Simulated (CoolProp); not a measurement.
Properties of octamethylcyclotetrasiloxane (D4) at several states (Tc = 586.5 K, pc = 1.347 MPa, ω = 0.598).

Values from CoolProp's reference Helmholtz-energy equation of state, Thol 2015.

```
T (K)  p (MPa)   phase  density (kg/m³)  speed of sound (m/s)  expansivity (1/kK)
-----  -------  ------  ---------------  --------------------  ------------------
348.5    0.524  liquid            893.6                 757.2               1.308
575.1    0.253     gas            16.97                 118.4               2.324
402.8    0.594  liquid            828.4                 597.8               1.508
296      0.108  liquid            953.3                 923.7               1.195
331.2   0.0238  liquid            912.8                 807.2               1.271
454.3    0.563  liquid            760.3                 455.3               1.860
```
